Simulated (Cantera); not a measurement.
Source: NASA polynomial tables (part measured, part estimated), evaluated in Cantera. Values are per mole of reaction as written; species without (g) are pure solids or liquids, kept so even where they would boil at 1 bar.

a) 2 Ti + O2(g) ⇌ 2 TiO(g)
b) 1.2 Ti + O2(g) ⇌ 0.4 Ti3O5
c) 1.333 B + O2(g) ⇌ 0.6667 B2O3(g)
d) V + O2(g) ⇌ VO2(g)
e) 2 B + O2(g) ⇌ B2O2(g)

Question: Order these by ΔG° at 2700 K, most negative first.

Answer: b (-542 kJ), e (-497 kJ), c (-472 kJ), a (-337 kJ), d (-276 kJ)
